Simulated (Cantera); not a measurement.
What does this Cantera script print?

```python
import numpy as np
import cantera as ct

gas_names = [...]  # 116 gases of nasa_gas.yaml made of C, H, K, O
cond_names = """
    C(gr) C6H6(L) C7H8(L) C8H18(L),n-octa H2O(s) H2O(L) K(cr) K(L) KOH(a) KOH(b) KOH(L) KO2(s) K2CO3(s)
    K2CO3(L) K2O(s) K2O2(s)
""".split()


# ... load() reads the species with a 1 bar reference pressure and builds the phases ...
atoms = {
    'KOH': {'K': 1, 'O': 1, 'H': 1},
    'CO2': {'C': 1, 'O': 2},
    'H2O': {'H': 2, 'O': 1},
}
top_T = {'C(gr)': 4500, 'KO2(s)': 780, 'K2O(s)': 1000, 'K2O2(s)': 760}  # K; cautious upper limits of use, not melting points


# ... equilibrate(T, P, feed) seeds the gas with the atoms and calls Mixture.equilibrate('TP', solver="vcs", rtol=1e-11, max_steps=5000) ...
results = []
feed = {'KOH': 1, 'CO2': 0.71, 'H2O': 0.015}  # mol
T = 1200  # K
for P in [10, 68, 460, 3200, 22000, 150000, 1000000]:
    mix = equilibrate(T, P, feed)
    results.append((T, P, feed, dict(zip(mix.species_names, mix.species_moles))))
    x = sorted(zip(gas.X, gas.species_names), reverse=True)
    print(f"T = {T:g} K  P = {P:g} Pa  gas = {mix.phase_moles(0):.4g} mol")
    print("   x: " + "  ".join(f"{s} {v:.3e}" for v, s in x if v > 0.001))
    print("   condensed (mol): " + ("  ".join(f"{mix.phase(i).name} {mix.phase_moles(i):.4g}"
          for i in range(1, mix.n_phases) if mix.phase_moles(i) > 1e-12) or "none"))
```

It prints:

```
T = 1200 K  P = 10 Pa  gas = 1.788 mol
   x: KOH 5.124e-01  CO2 3.972e-01  K 4.681e-02  H2O 3.180e-02  O2 1.170e-02
   condensed (mol): none
T = 1200 K  P = 68 Pa  gas = 1.481 mol
   x: KOH 4.942e-01  CO2 3.938e-01  H2O 1.002e-01  K 9.096e-03  O2 2.275e-03
   condensed (mol): K2CO3(L) 0.1266
T = 1200 K  P = 460 Pa  gas = 0.8835 mol
   x: H2O 4.936e-01  CO2 3.273e-01  KOH 1.779e-01
   condensed (mol): K2CO3(L) 0.4208
T = 1200 K  P = 3200 Pa  gas = 0.7486 mol
   x: H2O 6.722e-01  CO2 2.963e-01  KOH 3.137e-02
   condensed (mol): K2CO3(L) 0.4882
T = 1200 K  P = 22000 Pa  gas = 0.7285 mol
   x: H2O 7.046e-01  CO2 2.906e-01  KOH 4.716e-03
   condensed (mol): K2CO3(L) 0.4983
T = 1200 K  P = 150000 Pa  gas = 0.7255 mol
   x: H2O 7.095e-01  CO2 2.898e-01
   condensed (mol): K2CO3(L) 0.4997
T = 1200 K  P = 1e+06 Pa  gas = 0.7251 mol
   x: H2O 7.102e-01  CO2 2.897e-01
   condensed (mol): K2CO3(L) 0.5
```

These are equilibrium values from Cantera (NASA tables, ideal gas, pure condensed phases), not measurements of a reactor.
